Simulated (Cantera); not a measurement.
Feed: 1 mol NiS, a varied amount of H2, held at 18.0 Pa.

Method: chemical equilibrium by Gibbs-energy minimisation in Cantera with the NASA 1993 tables (ideal gas, pure condensed phases). Candidate condensed phases: Ni, NiS, NiS2, Ni3S2, Ni3S4, S; 9 gas species. Metal and sulfide melt together well below either melting point, which pure phases cannot show. Mutual solubility and eutectic melting of coexisting phases are not modelled. The numbers say what is thermodynamically allowed, not how fast it happens.

What condenses at these points (T in K, n(H2) in mol): (1300, 18); (1525, 1.9); (2050, 490); (1825, 1.9); (1675, 1.9); (1975, 5.9)?


```json
[
 {"T (K)": "1300", "n(H2) in mol": "18", "condensed phases": "Ni3S2", "Ni condensed (%)": "100.0"},
 {"T (K)": "1525", "n(H2) in mol": "1.9", "condensed phases": "Ni + Ni3S2", "Ni condensed (%)": "99.8"},
 {"T (K)": "2050", "n(H2) in mol": "490", "condensed phases": "gas only", "Ni condensed (%)": "0.0"},
 {"T (K)": "1825", "n(H2) in mol": "1.9", "condensed phases": "Ni", "Ni condensed (%)": "66.2"},
 {"T (K)": "1675", "n(H2) in mol": "1.9", "condensed phases": "Ni", "Ni condensed (%)": "96.8"},
 {"T (K)": "1975", "n(H2) in mol": "5.9", "condensed phases": "gas only", "Ni condensed (%)": "0.0"}
]
```
